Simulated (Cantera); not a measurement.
# Gas activation for diamond growth

An isothermal, constant-pressure homogeneous reactor starts with CH4 : H2 : H = 0.019 : 1 : 0.078 (molar parts), at 2075 K and 0.0128 atm.

Detailed kinetics in Cantera: GRI-Mech 3.0 (53 species, 325 reactions). GRI-Mech 3.0 stops at C3 and has no aromatics, soot or wall deposition, so with more carbon than oxygen in the feed, carbon stays in small species such as C2H2 where larger ones or solid carbon would form. Radical loss at walls, strong at low pressure, is not modelled.

```csv
t (s),x CH4,x H2,x H,x CH3,x C2H2
3.00e-5,0.00787,0.922,0.0607,0.00869,9.35e-5
0.000139,0.00618,0.928,0.0563,0.00706,0.00159
0.000646,0.00339,0.939,0.0485,0.00333,0.00508
0.00300,0.00108,0.948,0.0424,0.000932,0.00758
0.0139,0.000263,0.951,0.0398,0.000213,0.00839
0.0646,6.26e-5,0.953,0.0379,4.84e-5,0.00859
0.300,1.77e-5,0.958,0.0337,1.22e-5,0.00865
1.39,1.00e-5,0.965,0.0260,5.26e-6,0.00869
6.46,1.14e-5,0.968,0.0232,5.30e-6,0.00870
30.0,1.14e-5,0.968,0.0232,5.31e-6,0.00870
```
x: mole fraction; the columns are a selection and need not sum to one.

Equilibrium at this temperature and pressure: CH4 1.14e-5, H2 0.968, H 0.0232, CH3 5.33e-6, C2H2 0.00870 (gas phase only).
